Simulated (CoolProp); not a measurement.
Vapour pressure (bar) of fluorine: the reference equation beside estimates from Tc = -128.7 °C, pc = 52.40 bar, ω = 0.045. Clausius-Clapeyron is anchored at -171.35 °C with a constant enthalpy of vaporisation of 5.933 kJ/mol.

Values from CoolProp's reference Helmholtz-energy equation of state, de Reuck 1990.

```json
[
 {"T (°C)": "-183.25", "reference": "1.712", "Clausius-Clapeyron": "1.950", "van der Waals": "5.612", "Redlich-Kwong": "1.563", "Soave-Redlich-Kwong": "[?]"},
 {"T (°C)": "-179.25", "reference": "2.523", "Clausius-Clapeyron": "2.735", "van der Waals": "7.130", "Redlich-Kwong": "2.379", "Soave-Redlich-Kwong": "2.552"},
 {"T (°C)": "-175.25", "reference": "3.593", "Clausius-Clapeyron": "3.730", "van der Waals": "8.900", "Redlich-Kwong": "3.474", "Soave-Redlich-Kwong": "3.637"},
 {"T (°C)": "-171.35", "reference": "4.932", "Clausius-Clapeyron": "4.932", "van der Waals": "10.88", "Redlich-Kwong": "4.859", "Soave-Redlich-Kwong": "[?]"},
 {"T (°C)": "-167.35", "reference": "6.652", "Clausius-Clapeyron": "[?]", "van der Waals": "13.20", "Redlich-Kwong": "6.652", "Soave-Redlich-Kwong": "6.744"},
 {"T (°C)": "-163.35", "reference": "8.774", "Clausius-Clapeyron": "8.218", "van der Waals": "15.81", "Redlich-Kwong": "8.870", "Soave-Redlich-Kwong": "8.903"},
 {"T (°C)": "-159.45", "reference": "11.28", "Clausius-Clapeyron": "10.27", "van der Waals": "18.65", "Redlich-Kwong": "11.49", "Soave-Redlich-Kwong": "11.45"},
 {"T (°C)": "-155.45", "reference": "14.34", "Clausius-Clapeyron": "[?]", "van der Waals": "21.88", "Redlich-Kwong": "14.69", "Soave-Redlich-Kwong": "14.57"},
 {"T (°C)": "-151.45", "reference": "17.95", "Clausius-Clapeyron": "15.51", "van der Waals": "25.44", "Redlich-Kwong": "18.45", "Soave-Redlich-Kwong": "18.26"},
 {"T (°C)": "-147.45", "reference": "22.18", "Clausius-Clapeyron": "[?]", "van der Waals": "29.34", "Redlich-Kwong": "[?]", "Soave-Redlich-Kwong": "22.56"},
 {"T (°C)": "-143.55", "reference": "[?]", "Clausius-Clapeyron": "22.18", "van der Waals": "33.49", "Redlich-Kwong": "27.68", "Soave-Redlich-Kwong": "27.39"}
]
```

Problem. Complete the blanks.

Solution. 
- -183.25, Soave-Redlich-Kwong: 1.732
- -171.35, Soave-Redlich-Kwong: 4.995
- -167.35, Clausius-Clapeyron: 6.428
- -155.45, Clausius-Clapeyron: 12.71
- -147.45, Clausius-Clapeyron: 18.70
- -147.45, Redlich-Kwong: 22.81
- -143.55, reference: 26.95

Absolute difference from the reference over all 11 rows, mean and median: Clausius-Clapeyron 9.4 and 9.0 %, van der Waals 97.6 and 80.2 %, Redlich-Kwong 3.0 and 2.7 %, Soave-Redlich-Kwong 1.4 and 1.5 %.
